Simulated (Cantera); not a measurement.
Charge: 1 mol CuO, 12 mol CO, at 2548 K and 0.590 bar.

Equilibrium computed with Cantera from the NASA thermochemical tables; the gas is ideal and each condensed phase is pure. Candidate condensed phases: C, Cu, CuO, Cu2O; 15 gas species. Kinetics and transport are ignored.

Base state: CO 0.846, CO2 0.0767, Cu 0.0764, Cu2 0.000258, O 0.000133, O2 3.11e-5, CuO 2.29e-5 (mole fractions); condensed: gas only.

Q: What changes in the equilibrium state with this change: CO from 12 to 1.1 mol?

A: 
```csv
species,before,after
CO2,0.0767,0.428
Cu,0.0764,0.384
CO,0.846,0.135
O2,3.11e-5,0.0378
CuO,2.29e-5,0.00401
O,0.000133,0.00463
Cu2,0.000258,0.00653
"Cu(l), mol",0,0.216
```
